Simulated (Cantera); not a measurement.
# Hydrocarbon pyrolysis for carbon deposition

A perfectly stirred reactor is fed with CH4 : H2 = 1 : 44 (molar parts), at 7.35 Torr; it is held at 1775 K, and followed from long to short residence time.

Computed with Cantera and GRI-Mech 3.0 (53 species, 325 reactions). GRI-Mech 3.0 stops at C3 and has no aromatics, soot or wall deposition, so with more carbon than oxygen in the feed, carbon stays in small species such as C2H2 where larger ones or solid carbon would form. Radical loss at walls, strong at low pressure, is not modelled.

```
τ (s)      x CH4   x H2    x C2H2     x CH3    x C2H6
-------  -------  -----  --------  --------  --------
7.0      0.00375  0.985   0.00892  0.000191   6.89e-8
2.3      0.00660  0.983   0.00747  0.000306   1.91e-7
0.78      0.0108  0.981   0.00533  0.000443   4.42e-7
0.26      0.0160  0.979   0.00273  0.000549   7.71e-7
0.086     0.0202  0.977  0.000691  0.000481   7.45e-7
0.028     0.0219  0.977   4.32e-5  0.000227   2.35e-7
0.0094    0.0221  0.978   9.18e-7   7.97e-5   3.47e-8
0.0031    0.0222  0.978   1.12e-8   2.66e-5   3.79e-9
0.0010    0.0222  0.978  1.17e-10   8.70e-6  3.20e-10
0.00034   0.0222  0.978  1.58e-12   3.07e-6  2.37e-11
```
x: mole fraction; the columns are a selection and need not sum to one.
